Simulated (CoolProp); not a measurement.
A single-stage vapour-compression cycle with trans-2-butene: evaporating at 257.15 K (dew point), condensing at 290.15 K (bubble point), superheat 2 K, subcooling 5 K, compressor efficiency 0.8, no pressure losses. Each further row changes one setting.

Values from CoolProp's reference Helmholtz-energy equation of state, Lemmon 2005. It is a short technical equation, of lower accuracy than the large ones.

```
case                              cooling COP  pressure ratio  discharge temperature (K)  refrigerating effect (kJ/kg)  volumetric capacity (kJ/m³)
--------------------------------  -----------  --------------  -------------------------  ----------------------------  ---------------------------
as stated                                5.76            3.56                      304.0                           361                          489
evaporating temperature 262.15 K         7.04            2.87                      301.6                           368                          609
condensing temperature 285.15 K          6.91            3.00                      297.8                           373                          505
subcooling 10 K                          5.94            3.56                      304.0                           373                          504
superheat 12 K                           5.76            3.56                      314.4                           376                          489
compressor efficiency 0.7                5.04            3.56                      309.4                           361                          489
```
